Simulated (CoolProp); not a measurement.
R13 along the isotherm -76.25 °C: fugacity coefficient from the reference equation and from simpler models built on Tc = 29.9 °C, pc = 39.73 bar, ω = 0.175; each cubic takes its own stable root.

Model: reference Helmholtz-energy equation of state, Platzer 1990, in CoolProp. This equation is an older, rougher fit; its heat capacities, sound speeds and derivatives of the liquid may be far off and weren't checked against measurements.

| p (bar) | phase | reference |
|---|---|---|
| 0.0628 | gas | 0.9978 |
| 0.0948 | gas | 0.9966 |
| 0.143 | gas | 0.9949 |
| 0.216 | gas | 0.9923 |
| 0.325 | gas | 0.9884 |
| 0.491 | gas | 0.9825 |
| 0.741 | gas | 0.9735 |
| 1.12 | gas | 0.9600 |
| 1.69 | liquid | 0.7477 |
| 2.54 | liquid | 0.4993 |
| 3.84 | liquid | 0.3321 |
| 5.79 | liquid | 0.2221 |
| 8.73 | liquid | 0.1491 |
| 13.2 | liquid | 0.1005 |
| 19.9 | liquid | 0.06860 |

Q: How far does each simpler model (van der Waals, Peng-Robinson) lie from the reference over these 15 states: mean and median of the absolute difference, and the worst?

A: 
- van der Waals: mean 94.6 %, median 1.8 %, worst +285.9 % at -76.25 °C and 19.9 bar
- Peng-Robinson: mean 0.4 %, median 0.5 %, worst -1.2 % at -76.25 °C and 19.9 bar

At some of these states van der Waals gives the other phase, because its saturation line lies elsewhere.
